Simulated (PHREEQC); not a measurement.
Dissolve 0.00098 mol Cu(NO3)2, 0.0023 mol H2SO4 and 3.5e-05 mol FeCl3 per kg of water at 25 °C. Closed to the air; pH follows from the charge balance.

The numbers come from PHREEQC with the ion-association model, wateq4f.dat.

Precipitation was switched off in this run.

### Question
Order these Fe species by the share of Fe that they hold, largest first: FeSO4+, Fe(SO4)2-, FeHSO4+2, FeOH+2, Fe+3.

### Answer
FeSO4+ (72 %), FeOH+2 (13 %), Fe+3 (11 %), Fe(SO4)2- (1.8 %), FeHSO4+2 (0.98 %)

The pH is 2.42 and the ionic strength 0.00840 mol/kgw. Examples of supersaturated solids here: Hematite (slow to form), Goethite (slow to form). Others may be too.
